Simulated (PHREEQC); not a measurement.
Make-up at 72 °C: 5.8 mmol/kgw FeCl3, 4.7 mmol/kgw CaCl2, 2.7 mmol/kgw NaHCO3 and 0.058 mmol/kgw NaCl. Closed to the air; pH follows from the charge balance.

The numbers come from PHREEQC with the ion-association model, wateq4f.dat.

Q: The ionic strength comes out as 0.0378 mol/kgw. What activity coefficients do Na+, FeCl2+, FeCl+2, H+, Fe(OH)2+ get?

A: Na+ 0.82, FeCl2+ 0.82, FeCl+2 0.47, H+ 0.85, Fe(OH)2+ 0.83.

No solid was allowed to form. The solution is supersaturated, for example in Hematite (slow to form), Goethite (slow to form), so a real one may precipitate; this is no full list. Constants without temperature data keep their 25 °C values here.
